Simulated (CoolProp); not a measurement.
Saturation properties of CH2F2 (R32) (Tc = 78.1 °C, pc = 57.83 bar, ω = 0.277).

Values from CoolProp's reference Helmholtz-energy equation of state, Tillner-Roth 1997.

```
T (°C)  p (bar)  surface tension (mN/m)  liquid viscosity (µPa s)  liquid conductivity (mW/(m K))
------  -------  ----------------------  ------------------------  ------------------------------
-10.05    5.816                    12.8                       173                             163
-5.45     6.803                    11.9                       163                             159
-0.75     7.937                    11.1                       154                             155
3.85      9.182                    10.3                       145                             151
8.45      10.57                    9.52                       137                             148
13.15     12.14                    8.73                       129                             144
17.75     13.85                    7.96                       122                             140
22.45     15.77                    7.20                       115                             136
27.05     17.84                    6.46                       109                             132
```

It boils at -51.7 °C under 1 atm.

Viscosity comes from a separate model (Bell 2016), an estimate that may be off by 10 % or more. Thermal conductivity comes from a separate model (Huber 2003), an estimate that may be off by 10 % or more. Surface tension comes from a separate correlation (Mulero 2012).
